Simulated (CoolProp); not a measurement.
Saturated liquid density (kg/m³) of fluorine: the reference equation beside estimates from Tc = 144.4 K, pc = 52.40 bar, ω = 0.045. Rackett uses Z = 0.29056 − 0.08775 ω.

Values from CoolProp's reference Helmholtz-energy equation of state, de Reuck 1990.

```tsv
T (K)	reference	Rackett	Redlich-Kwong
68.1	[?]	[?]	1642
73.3	1581	1605	1606
78.4	1547	1571	1569
83.6	[?]	1535	1529
88.7	1476	1499	1487
93.9	1437	1460	1441
99	[?]	1420	1393
104.2	1356	1377	1340
109.3	[?]	1332	1283
114.5	1263	1283	1221
119.6	[?]	1231	1153
124.8	1153	[?]	[?]
129.9	1086	1106	989.9
```

Question: Complete the blanks.

Answer: 
- 68.1, reference: 1614
- 68.1, Rackett: 1639
- 83.6, reference: 1512
- 99, reference: 1398
- 109.3, reference: 1311
- 119.6, reference: 1212
- 124.8, Rackett: 1172
- 124.8, Redlich-Kwong: 1076

Absolute difference from the reference over all 13 rows, mean and median: Rackett 1.6 and 1.6 %, Redlich-Kwong 2.6 and 1.6 %.
